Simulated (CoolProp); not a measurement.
Vapour-liquid equilibrium of R114 (1) + benzene (2) at 2.01 bar; x and y are mole fractions of (1).

Computed with CoolProp (multi-fluid Helmholtz-energy mixture model, Platzer 1990 and Thol 2012; pair parameters Bell 2016). This equation is an older, rougher fit; its heat capacities, sound speeds and derivatives of the liquid may be far off and weren't checked against measurements.

```tsv
x	bubble temperature (K)	y at the bubble point	dew temperature at overall composition x (K)	liquid density (mol/L)
0.05	353.7	0.498	375.3	___
0.125	333.3	0.754	372.3	10.31
0.2	322.8	0.841	369.1	___
0.275	316.8	0.880	365.7	10.10
0.35	312.9	0.902	362.0	9.946
0.425	310.2	0.916	358.0	9.776
0.5	308.1	___	353.5	9.602
0.575	306.2	0.937	348.6	9.428
0.65	304.5	0.946	342.9	9.258
0.725	302.8	0.956	336.3	9.093
0.8	301.1	0.966	328.1	8.934
0.875	299.3	0.977	317.6	8.782
0.95	297.5	0.990	303.8	___
```

Complete the blanks.


- 0.05, liquid density (mol/L): 10.25
- 0.2, liquid density (mol/L): 10.24
- 0.5, y at the bubble point: 0.927
- 0.95, liquid density (mol/L): 8.638

No azeotrope shows between x = 0.05 and 0.95.

Pair parameters are fitted to limited data, so mixtures are less certain than the pure fluids. With so large a gap from Raoult's law the liquid may split in two, which this calculation doesn't test in full.
